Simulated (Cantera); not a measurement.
Feed: 1 mol C, 0.93 mol H2O, 14 mol H2, equilibrated at 31000 Pa.

Cantera equilibrium calculation (NASA polynomials, part measured and part estimated; ideal gas, pure solids and liquids). Candidate condensed phases: C, C6H6, C7H8, C8H18, H2O; 110 gas species. The numbers say what is thermodynamically allowed, not how fast it happens.

At 1327 °C, list the 5 most abundant gas species with their mole fractions, and the condensed phases.

H2 0.941, CO 0.0586, CH4 0.000448, H 9.47e-5, C2H2 (acetylene) 2.59e-5. Condensed: C(graphite).
